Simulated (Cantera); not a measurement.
Cantera run:

```python
import numpy as np
import cantera as ct

gas_names = """
    NO2 NO CO
""".split()
cond_names = """
    C(gr)
""".split()


# ... load() reads the species with a 1 bar reference pressure and builds the phases ...
species = {s.name: s for s in load("nasa_gas.yaml", gas_names) + load("nasa_condensed.yaml", cond_names)}
# Each term lists the table entries of one substance; the one whose range holds T is used.
reactions = {
    'NO2(g) + C = NO(g) + CO(g)':
        [(-1, ['NO2']), (-1, ['C(gr)']), (1, ['NO']), (1, ['CO'])],
}


def pick(names, T):
    return next(species[n] for n in names if species[n].thermo.min_temp <= T <= species[n].thermo.max_temp)


results = []
for label, terms in reactions.items():
    print(label)
    print("     T/K   dH/kJ  dS/(J/K)   dG/kJ   log10 K")
    for T in [1948, 2023, 2098, 2173, 2248, 2323]:
        used = [(nu, pick(names, T)) for nu, names in terms]
        dH = sum(nu * s.thermo.h(T) for nu, s in used) / 1e6
        dS = sum(nu * s.thermo.s(T) for nu, s in used) / 1e3
        dG = dH - T * dS / 1e3
        logK = -dG * 1e6 / (ct.gas_constant * T * np.log(10))
        results.append((label, T, dH, dS, dG, logK, [s.name for _, s in used]))
        print(f"{T:8g} {dH:8.1f} {dS:8.1f} {dG:8.1f} {logK:8.2f}")
```

Output:

```
NO2(g) + C = NO(g) + CO(g)
     T/K   dH/kJ  dS/(J/K)   dG/kJ   log10 K
    1948    -62.6    158.1   -370.6     9.94
    2023    -63.4    157.7   -382.4     9.87
    2098    -64.2    157.3   -394.2     9.82
    2173    -65.0    156.9   -406.0     9.76
    2248    -65.8    156.6   -417.8     9.71
    2323    -66.7    156.2   -429.5     9.66
```

Source: NASA polynomial tables (part measured, part estimated), evaluated in Cantera. Condensed species are held in their standard states even where they would react or evaporate.
